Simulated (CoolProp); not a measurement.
Sulfur hexafluoride at several states: Z from the reference equation and from simpler models built on Tc = 45.6 °C, pc = 3.755 MPa, ω = 0.210; each cubic takes its own stable root.

The numbers come from the reference Helmholtz-energy equation of state, Guder 2009 in CoolProp.

| T (°C) | p (MPa) | phase | reference | van der Waals | Peng-Robinson |
|---|---|---|---|---|---|
| 238.25 | 0.371 | gas | 0.9946 | 0.9915 | 0.9932 |
| 258.65 | 0.473 | gas | 0.9943 | 0.9903 | 0.9928 |
| 182.55 | 1.41 | gas | 0.9658 | 0.9544 | 0.9588 |
| 139.45 | 0.0289 | gas | 0.9990 | 0.9988 | 0.9987 |
| 290.15 | 14.3 | supercritical | 0.9637 | 0.8581 | 0.9485 |
